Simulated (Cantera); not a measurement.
A freely propagating, adiabatic, planar premixed flame of 37.4 % H2, 12.5 % O2, 46.8 % N2, 3.37 % H2O, equivalence ratio 1.5, unburnt at 498 K and 1.00 bar; mixture-averaged transport, grid criteria slope 0.08 and curve 0.16, no radiation.

Cantera simulation using the H2/O2 subset of GRI-Mech 3.0, which has no nitrogen chemistry; the numbers are that mechanism's predictions, not measurements. Burning velocities carry a grid error of a few per cent, more on coarse grids.

Question: Predict: laminar burning velocity; thermal thickness; peak x(O); peak x(OH); peak x(HO2).

Answer: 
| Item | Result |
|---|---|
| laminar burning velocity | 627 cm/s |
| thermal thickness | 0.402 mm |
| peak x(O) | 0.00605 |
| peak x(OH) | 0.00997 |
| peak x(HO2) | 0.000412 |
